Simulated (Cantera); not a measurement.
A freely propagating, adiabatic, planar premixed flame of 8.10 % CH4, 19.3 % O2, 72.5 % N2, 0.170 % CO2, unburnt at 450 K and 0.860 bar; mixture-averaged transport, grid criteria slope 0.08 and curve 0.16, no radiation.

Cantera simulation using GRI-Mech 3.0 (53 species, 325 reactions); the numbers are that mechanism's predictions, not measurements. Burning velocities carry a grid error of a few per cent, more on coarse grids.

Q: Predict: laminar burning velocity; thermal thickness; peak x(C2H); peak x(C2H4).

A: 
| Property | Value |
|---|---|
| laminar burning velocity | 66.5 cm/s |
| thermal thickness | 0.470 mm |
| peak x(C2H) | 4.94e-8 |
| peak x(C2H4) | 0.000286 |
